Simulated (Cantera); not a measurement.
Cantera run:

```python
import numpy as np
import cantera as ct

gas_names = """
    C CO CO2 C2 C2O C3 C3O2 C4 C5 O O2 O3
""".split()
cond_names = """
    C(gr)
""".split()


def load(file, names, dense=False):
    # The tables refer to 1 bar. Condensed volumes are neglected.
    table = {s.name: s for s in ct.Species.list_from_file(file)}
    out = []
    for n in names:
        d = dict(table[n].input_data)
        d["thermo"] = dict(d["thermo"], **{"reference-pressure": 1e5})
        if dense:
            d["equation-of-state"] = {"model": "constant-volume", "density": "1e6 g/cm^3"}
        out.append(ct.Species.from_dict(d))
    return out


gas = ct.Solution(thermo="ideal-gas", species=load("nasa_gas.yaml", gas_names))
cond = {s.name: ct.Solution(thermo="fixed-stoichiometry", species=[s], name=s.name)
        for s in load("nasa_condensed.yaml", cond_names, dense=True)}
atoms = {
    'CO': {'C': 1, 'O': 1},
    'CO2': {'C': 1, 'O': 2},
}
top_T = {'C(gr)': 4500}  # K; cautious upper limits of use, not melting points


def equilibrate(T, P, feed):
    n = {}
    for name, mol in feed.items():
        for a, k in atoms[name].items():
            n[a] = n.get(a, 0.0) + k * mol
    gas.TPX = T, P, n
    mass = sum(n.values()) * gas.mean_molecular_weight
    gas.equilibrate("TP")
    valid = [c for c in cond.values() if c.min_temp <= T <= top_T.get(c.name, c.max_temp)]
    mix = ct.Mixture([(gas, mass / gas.mean_molecular_weight)] + [(c, 0.0) for c in valid])
    mix.T, mix.P = T, P
    mix.equilibrate("TP", solver="vcs", rtol=1e-11, max_steps=5000)
    return mix


results = []
feed = {'CO': 1, 'CO2': 0.66}  # mol
T = 2498.15  # K
P = 72000  # Pa
mix = equilibrate(T, P, feed)
results.append((T, P, feed, dict(zip(mix.species_names, mix.species_moles))))
x = sorted(zip(gas.X, gas.species_names), reverse=True)
print(f"T = {T:g} K  P = {P:g} Pa  gas = {mix.phase_moles(0):.4g} mol")
print("   x: " + "  ".join(f"{s} {v:.3e}" for v, s in x if v > 0.0001))
print("   condensed (mol): " + ("  ".join(f"{mix.phase(i).name} {mix.phase_moles(i):.4g}"
      for i in range(1, mix.n_phases) if mix.phase_moles(i) > 1e-12) or "none"))
```

Result:

```
T = 2498.15 K  P = 72000 Pa  gas = 1.662 mol
   x: CO 6.037e-01  CO2 3.950e-01  O2 7.924e-04  O 4.764e-04
   condensed (mol): none
```

Method: chemical equilibrium by Gibbs-energy minimisation in Cantera with the NASA 1993 tables (ideal gas, pure condensed phases).
